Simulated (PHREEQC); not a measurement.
Solution (25 °C): 0.001 mol/kgw HF, 0.013 mol/kgw CsF, 1.3e-06 mol/kgw (NH4)2SiF6 and 0.1 mol/kgw HCl. Closed to the air; pH follows from the charge balance.

Equilibrium calculation in PHREEQC: ion-association model, wateq4f.dat.

Precipitation was switched off in this run.

Q: Order these F species by the share of F that they hold, largest first: F-, HF, HF2-, H2F2.

A: HF (92 %), H2F2 (6.4 %), F- (1.2 %), HF2- (0.12 %)

The pH is 1.14 and the ionic strength 0.100 mol/kgw. wateq4f.dat counts part of the HF as a dimer, H2F2, which phreeqc.dat doesn't know; its constant is uncertain. SiF6-2 is the database's only silicon fluoride.
